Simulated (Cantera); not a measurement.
A closed system holds: 1 mol Al2O3, 800 mol H2, 1.1 mol N2, equilibrated at 7500 Torr.

Equilibrium computed with Cantera from the NASA thermochemical tables; the gas is ideal and each condensed phase is pure. Candidate condensed phases: Al, AlN, Al2O3, H2O; 35 gas species. Mutual solubility and eutectic melting of coexisting phases are not modelled. The tables' values for AlOH are old estimates; treat these amounts as uncertain. Condensed phases not in the tables: aluminium oxynitride. Equilibrium is a limit: real reactors are often held back by kinetics, nucleation or transport.

x: gas mole fraction; n: condensed amount in mol.

```
T (°C)   x H2     x N2       x H     x H2O     x Al   x Al2O    x AlH  n AlN(s)  n Al2O3(s)
------  -----  -------  --------  --------  -------  -------  -------  --------  ----------
1475    0.999  0.00136   7.22e-5   1.68e-5  7.31e-8  1.29e-8  1.22e-7   0.00876       0.996
1525    0.998  0.00136  0.000111   1.99e-5  2.46e-7  6.03e-8  3.55e-7    0.0101       0.995
1575    0.998  0.00136       [?]       [?]      [?]      [?]      [?]    0.0108       0.994
1625    0.998  0.00136  0.000247   2.75e-5  2.28e-6  1.03e-6  2.55e-6   0.00951       0.992
1675    0.998  0.00137       [?]       [?]      [?]      [?]      [?]       [?]       0.990
1725    0.998  0.00137  0.000507   4.81e-5  1.12e-5  7.52e-6  9.95e-6         0       0.984
1775    0.998  0.00137  0.000707   7.54e-5  1.76e-5  1.29e-5  1.40e-5         0       0.975
1825    0.997  0.00137  0.000972  0.000116  2.69e-5  2.14e-5  1.94e-5         0       0.961
1875    0.997  0.00137   0.00132  0.000174  4.02e-5  3.46e-5  2.63e-5         0       0.941
```

Fill in the missing entries.


- 1675, x H: 0.000357
- 1675, x H2O: 3.19e-5
- 1675, x Al: 6.37e-6
- 1675, x Al2O: 3.77e-6
- 1675, x AlH: 6.33e-6
- 1675, n AlN(s): 0.00242
- 1575, x H: 0.000168
- 1575, x H2O: 2.35e-5
- 1575, x Al: 7.73e-7
- 1575, x Al2O: 2.59e-7
- 1575, x AlH: 9.79e-7
